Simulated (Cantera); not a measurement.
## Premixed flame

A freely propagating, adiabatic, planar premixed flame of 45.7 % H2, 11.4 % O2, 42.9 % N2, equivalence ratio 2.0, unburnt at 400 K and 1130 Torr; mixture-averaged transport, grid criteria slope 0.08 and curve 0.16, no radiation.

Model: the H2/O2 subset of GRI-Mech 3.0, which has no nitrogen chemistry, integrated in Cantera. Burning velocities carry a grid error of a few per cent, more on coarse grids.

```json
[
 {"z (mm)": "-0.661", "T (K)": "400", "u (m/s)": "4.73", "x H2": "0.457", "x O2": "0.114", "x H2O": "<1e-8", "x H2O2": "<1e-8", "x H": "<1e-8", "x OH": "<1e-8"},
 {"z (mm)": "-0.441", "T (K)": "400", "u (m/s)": "4.73", "x H2": "0.457", "x O2": "0.114", "x H2O": "<1e-8", "x H2O2": "<1e-8", "x H": "<1e-8", "x OH": "<1e-8"},
 {"z (mm)": "-0.330", "T (K)": "400", "u (m/s)": "4.73", "x H2": "0.457", "x O2": "0.114", "x H2O": "<1e-8", "x H2O2": "<1e-8", "x H": "<1e-8", "x OH": "<1e-8"},
 {"z (mm)": "-0.220", "T (K)": "400", "u (m/s)": "4.73", "x H2": "0.456", "x O2": "0.114", "x H2O": "5.52e-7", "x H2O2": "<1e-8", "x H": "<1e-8", "x OH": "<1e-8"},
 {"z (mm)": "-0.110", "T (K)": "433", "u (m/s)": "5.07", "x H2": "0.450", "x O2": "0.115", "x H2O": "0.000795", "x H2O2": "1.32e-5", "x H": "3.08e-5", "x OH": "3.67e-5"},
 {"z (mm)": "-0.0551", "T (K)": "726", "u (m/s)": "8.24", "x H2": "0.415", "x O2": "0.108", "x H2O": "0.0239", "x H2O2": "6.37e-5", "x H": "0.00487", "x OH": "0.000898"},
 {"z (mm)": "0", "T (K)": "1139", "u (m/s)": "12.6", "x H2": "0.339", "x O2": "0.0796", "x H2O": "0.0901", "x H2O2": "8.75e-6", "x H": "0.0292", "x OH": "0.00146"},
 {"z (mm)": "0.0551", "T (K)": "1429", "u (m/s)": "15.6", "x H2": "0.261", "x O2": "0.0336", "x H2O": "0.178", "x H2O2": "1.65e-6", "x H": "0.0585", "x OH": "0.00300"},
 {"z (mm)": "0.110", "T (K)": "1573", "u (m/s)": "17.1", "x H2": "0.226", "x O2": "0.00942", "x H2O": "0.225", "x H2O2": "8.79e-7", "x H": "0.0692", "x OH": "0.00346"},
 {"z (mm)": "0.220", "T (K)": "1693", "u (m/s)": "18.3", "x H2": "0.219", "x O2": "0.00101", "x H2O": "0.243", "x H2O2": "4.96e-7", "x H": "0.0639", "x OH": "0.00365"},
 {"z (mm)": "0.441", "T (K)": "1804", "u (m/s)": "19.4", "x H2": "0.227", "x O2": "0.000306", "x H2O": "0.247", "x H2O2": "2.87e-7", "x H": "0.0501", "x OH": "0.00361"},
 {"z (mm)": "0.881", "T (K)": "1907", "u (m/s)": "20.3", "x H2": "0.235", "x O2": "0.000171", "x H2O": "0.249", "x H2O2": "1.49e-7", "x H": "0.0360", "x OH": "0.00317"},
 {"z (mm)": "1.76", "T (K)": "1990", "u (m/s)": "21.1", "x H2": "0.242", "x O2": "8.36e-5", "x H2O": "0.252", "x H2O2": "7.34e-8", "x H": "0.0242", "x OH": "0.00247"}
]
```
x: mole fraction of selected species; z is measured from the peak of heat release.

```yaml
laminar_burning_velocity: 473 cm/s
thermal_thickness: 0.220 mm
peak x(H2O2): 6.81e-5
peak x(H): 0.0695
peak x(OH): 0.00368
grid_points: 121
```
